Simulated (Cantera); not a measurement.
Input: 1 mol TiO2, 0.016 mol HCl, 0.052 mol O2, equilibrated at 3980 Torr.

Method: chemical equilibrium by Gibbs-energy minimisation in Cantera with the NASA 1993 tables (ideal gas, pure condensed phases). Candidate condensed phases: H2O, Ti, TiCl2, TiCl3, TiCl4, TiO, TiO2, Ti2O3, Ti3O5, Ti4O7; 23 gas species. Condensed phases not in the tables: TiOCl. Gases not in the tables: TiO(OH)2. The numbers say what is thermodynamically allowed, not how fast it happens. All values below are at 1073 K.

Base state: O2 0.757, HCl 0.106, H2O 0.0686, Cl2 0.0685, Cl 0.000122, HOCl 4.00e-5, ClO 1.27e-5 (mole fractions); condensed: TiO2(rutile).

### Question
What changes in the equilibrium state with this change: 0.017 mol H2O added?

### Answer
```json
[
 {"species": "O2", "before": "0.757", "after": "0.606"},
 {"species": "H2O", "before": "0.0686", "after": "0.232"},
 {"species": "HCl", "before": "0.106", "after": "0.133"},
 {"species": "Cl2", "before": "0.0685", "after": "0.0287"},
 {"species": "ClO", "before": "1.27e-5", "after": "7.33e-6"},
 {"species": "Cl", "before": "0.000122", "after": "7.92e-5"},
 {"species": "HOCl", "before": "4.00e-5", "after": "4.50e-5"},
 {"species": "TiO2(rutile), mol", "before": "1.00", "after": "1.00"}
]
```
